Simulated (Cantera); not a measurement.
A perfectly stirred reactor is fed with CH4 : H2O : H2 = 1 : 0.64 : 0.051 (molar parts), at 0.310 bar; it is held at 1448 K, and followed from long to short residence time.

Model: GRI-Mech 3.0 (53 species, 325 reactions), integrated in Cantera. GRI-Mech 3.0 stops at C3 and has no aromatics, soot or wall deposition, so with more carbon than oxygen in the feed, carbon stays in small species such as C2H2 where larger ones or solid carbon would form.

**Question.** What does this change do: pressure from 0.310 bar to 17.0 bar?

**Answer.** 
| quantity | before | after |
|---|---|---|
| x(CH4) at τ = 0.370 s | 0.505 | 0.411 |
| x(H2O) at τ = 0.370 s | 0.359 | 0.337 |
| x(H2) at τ = 0.370 s | 0.108 | 0.186 |
| x(CO) at τ = 0.370 s | 0.000353 | 0.00381 |
| x(C2H2) at τ = 0.370 s | 0.0231 | 0.0228 |
| x(CH4) at τ = 33.0 ms | 0.583 | 0.535 |
| x(H2O) at τ = 33.0 ms | 0.377 | 0.368 |
| x(H2) at τ = 33.0 ms | 0.0364 | 0.0769 |
| x(CO) at τ = 33.0 ms | 8.91e-6 | 0.000199 |
| x(C2H2) at τ = 33.0 ms | 0.000742 | 0.00838 |
The pressure lies above the range GRI-Mech 3.0 was tuned for (to about 10 atm).
